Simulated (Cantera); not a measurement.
A jet of 2.82 % H2, 7.91 % O2, 89.3 % N2, equivalence ratio 0.18 at 300 K and 14000 Pa hits a platinum plate 2.7 cm away at a mass flux of 0.023 kg/m²/s; the plate temperature is set and raised in steps from an oxygen-covered start.

Model: Deutschmann's 1995 Pt surface mechanism with GRI-Mech 3.0 gas chemistry, integrated in Cantera. Catalytic surfaces can have several steady states; this one follows from the mechanism file's or the stated starting coverage.

x: mole fraction at the wall; θ: surface coverage.

```tsv
plate T (K)	wall x H2	wall x O2	wall x H2O	wall x OH	θ free Pt	θ O*	θ OH*
700	___	0.0514	0.0499	<1e-8	0.0613	0.935	0.00393
750	___	0.0513	0.0501	<1e-8	0.0769	0.920	0.00318
800	___	0.0510	0.0504	<1e-8	0.110	0.887	0.00282
850	___	0.0508	0.0507	1.17e-8	0.159	0.838	0.00256
900	___	0.0507	0.0508	3.66e-8	0.218	0.779	0.00231
950	___	0.0506	0.0508	1.01e-7	0.283	0.715	0.00206
1000	___	0.0506	0.0507	2.50e-7	0.351	0.647	0.00181
1050	___	0.0507	0.0505	5.74e-7	0.418	0.580	0.00158
```

Problem. Fill in the missing entries.

Solution. 
- 700, wall x H2: 0.00157
- 750, wall x H2: 0.00131
- 800, wall x H2: 0.000974
- 850, wall x H2: 0.000706
- 900, wall x H2: 0.000534
- 950, wall x H2: 0.000428
- 1000, wall x H2: 0.000358
- 1050, wall x H2: 0.000310
